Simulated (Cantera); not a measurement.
Charge: 1 mol ZrO₂, 8.8 mol H₂, held at 1323.15 K and 0.0140 bar.

Method: chemical equilibrium by Gibbs-energy minimisation in Cantera with the NASA 1993 tables (ideal gas, pure condensed phases). Candidate condensed phases: H₂O, Zr, ZrO₂; 12 gas species. Equilibrium is a limit: real reactors are often held back by kinetics, nucleation or transport.

Base state: H₂ 1.000, H 1.34e-5 (mole fractions); condensed: ZrO₂(monoclinic).

Problem. What changes in the equilibrium state with this change: ZrO₂ replaced by Fe₂O₃?

Solution. 
```tsv
species	before	after
H₂	1.000	0.747
H₂O	<1e-9	0.253
H	1.34e-5	1.16e-5
ZrO₂(monoclinic), mol	1.00	0
Fe(γ), mol	0	1.23
FeO(s), mol	0	0.772
```
Mutual solubility and eutectic melting of coexisting phases are not modelled. The tables' stoichiometric FeO is somewhat more stable than real wüstite, so its field is too wide. FeO: taken at fixed stoichiometry. Further candidate phases: Fe, FeO, Fe(OH)₂, Fe(OH)₃, Fe₂O₃, Fe₃O₄.

Problem. What changes in the equilibrium state with this change: temperature from 1323.15 K to 1850 K?

Solution. 
```csv
species,before,after
H₂,1.000,0.995
H,1.34e-5,0.00454
"ZrO₂(monoclinic), mol",1.00,0
"ZrO₂(tetragonal), mol",0,1.000
```

Problem. What changes in the equilibrium state with this change: temperature from 1323.15 K to 1748 K?

Solution. 
```json
[
 {"species": "H₂", "before": "1.000", "after": "0.998"},
 {"species": "H", "before": "1.34e-5", "after": "0.00193"},
 {"species": "ZrO₂(monoclinic), mol", "before": "1.00", "after": "0"},
 {"species": "ZrO₂(tetragonal), mol", "before": "0", "after": "1.00"}
]
```
